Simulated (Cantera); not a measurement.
Equilibrium for fluorocarbon and chlorocarbon gases: CH3F + H2 + F2

A closed system holds: 1 mol CH3F, 0.27 mol H2, 2.4 mol F2, held at 2.20 Pa.

Method: chemical equilibrium by Gibbs-energy minimisation in Cantera with the NASA 1993 tables (ideal gas, pure condensed phases). Candidate condensed phases: C, C6H6, C7H8, C8H18; 95 gas species. Gases not in the tables: C2F6 and larger saturated fluorocarbons. Equilibrium is a limit: real reactors are often held back by kinetics, nucleation or transport.

| T (°C) | log p HF | log p CF4 | log p F | log p CF2 | log p CF3 | log p CF | log p H | log p CHF3 | n C(graphite) |
|---|---|---|---|---|---|---|---|---|---|
| 1102 | -4.72 | -5.52 | -8.09 | -8.02 | -9.36 | -12.40 | -12.55 | -11.97 | 0.434 |
| 1127 | -4.72 | -5.52 | -7.87 | -7.83 | -9.21 | -12.08 | -12.37 | -11.95 | 0.434 |
| 1152 | -4.72 | -5.52 | -7.67 | -7.64 | -9.06 | -11.76 | -12.20 | -11.92 | 0.434 |
| 1177 | -4.72 | -5.52 | -7.47 | -7.47 | -8.92 | -11.45 | -12.03 | -11.89 | 0.433 |
| 1202 | -4.72 | -5.53 | -7.27 | -7.30 | -8.78 | -11.16 | -11.86 | -11.87 | 0.433 |
| 1227 | -4.72 | -5.53 | -7.09 | -7.13 | -8.65 | -10.87 | -11.71 | -11.84 | 0.432 |
| 1252 | -4.72 | -5.53 | -6.91 | -6.98 | -8.52 | -10.59 | -11.55 | -11.82 | 0.431 |
log p: log10 of the partial pressure in bar; n: condensed amount in mol.

From 1102 °C to 1252 °C the condensed part is C(graphite). The main C-bearing gas is CF4 throughout.
